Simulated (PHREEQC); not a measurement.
Synthetic water in mg/L, 25 °C, pH 6.08, pe 1.8:

```tsv
constituent	mg/L
Na	2.21
K	0.0102
Ca	0.151
Mg	4.09
Cl	7.46
S(6) as SO4	0.799
Alkalinity as HCO3	12.6
N(-3) as NH4	0.0691
```

Valence states are taken as typed.

All values are PHREEQC results (ion-association model, wateq4f.dat), not measurements.

Precipitation was switched off in this run.

Q: Estimate the charge-balance error.

A: charge-balance error 1.2 %.

Q: In which forms is C present?

A: CO2 64 %, HCO3- 35 % of the C.

Complexes and solids missing from the database can't appear.
